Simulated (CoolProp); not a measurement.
n-perfluorohexane at several states: density (kg/m³) from the reference equation and from simpler models built on Tc = 174.9 °C, pc = 1.742 MPa, ω = 0.497; each cubic takes its own stable root.

Computed with CoolProp (reference Helmholtz-energy equation of state, Gao 2022).

| T (°C) | p (MPa) | phase | reference | van der Waals | Soave-Redlich-Kwong |
|---|---|---|---|---|---|
| 47.35 | 0.408 | liquid | 1611 | 890.3 | ? |
| 118.05 | 0.0633 | gas | 6.719 | 6.680 | 6.716 |
| -8.05 | 1.57 | liquid | ? | 997.8 | ? |

Q: Some entries are withheld; supply them.

A: 
- 47.35, Soave-Redlich-Kwong: 1396
- -8.05, reference: 1775
- -8.05, Soave-Redlich-Kwong: 1540
